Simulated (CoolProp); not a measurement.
A Linde-Hampson liquefier for ethane: isothermal reversible compression at 320 K from 1 atm to 10 MPa, throttling to 1 atm, return gas leaving the recuperator 10 K below the feed. Each further row changes one setting.

The numbers come from the reference Helmholtz-energy equation of state, Bücker 2006 in CoolProp.

```csv
case,liquid yield per pass,compression work (kJ/kg of gas)
as stated,[?],338
high pressure 20 MPa,[?],[?]
warm-end temperature 350 K,[?],[?]
warm-end gap 15 K,[?],338
```

Some entries are withheld; supply them.


- as stated, liquid yield per pass: 0.418
- high pressure 20 MPa, liquid yield per pass: 0.451
- high pressure 20 MPa, compression work (kJ/kg of gas): 366
- warm-end temperature 350 K, liquid yield per pass: 0.270
- warm-end temperature 350 K, compression work (kJ/kg of gas): 395
- warm-end gap 15 K, liquid yield per pass: 0.410
